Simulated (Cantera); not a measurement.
Cantera with NASA thermochemical tables; ideal gases at 1 bar, condensed phases pure. Values are per mole of reaction as written; species without (g) are pure solids or liquids, kept so even where they would boil at 1 bar.

Question: Between 300 and 2973 K, where is each reaction favourable under standard conditions?
- NiS2 + C ⇌ CS2(g) + Ni

Answer: 
- NiS2 + C ⇌ CS2(g) + Ni: ΔG° is 191 kJ at 300 K and -199 kJ at 2973 K; it changes sign between 300 and 1473 K. ΔH° is 163 kJ and ΔS° 122 J/K at 2973 K.
